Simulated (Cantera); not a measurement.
Input: 1 mol Cr2O3, 15 mol H2, 59 mol N2, at 10000 Pa.

Method: chemical equilibrium by Gibbs-energy minimisation in Cantera with the NASA 1993 tables (ideal gas, pure condensed phases). Candidate condensed phases: Cr, CrN, Cr2N, Cr2O3, H2O; 29 gas species. Mutual solubility and eutectic melting of coexisting phases are not modelled. Kinetics and transport are ignored.

Task: At 1077 °C, list the 3 most abundant gas species with their mole fractions, and the condensed phases.

Result: N2 0.797, H2 0.203, H2O 0.000127. Condensed: Cr2N(s) + Cr2O3(s).
